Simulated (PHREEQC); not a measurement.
Make-up at 46 °C: 0.073 mol/kgw HF and 0.001 mol/kgw NH4HF2. Closed to the air; pH follows from the charge balance.

Model: ion-association model, phreeqc.dat, run in PHREEQC.

No solid was allowed to form.

Q: Order these F species by the share of F that they hold, largest first: F-, HF, HF2-.

A: HF (88 %), F- (7.6 %), HF2- (4.3 %)

The pH is 2.24 and the ionic strength 0.00728 mol/kgw. Constants without temperature data keep their 25 °C values here.
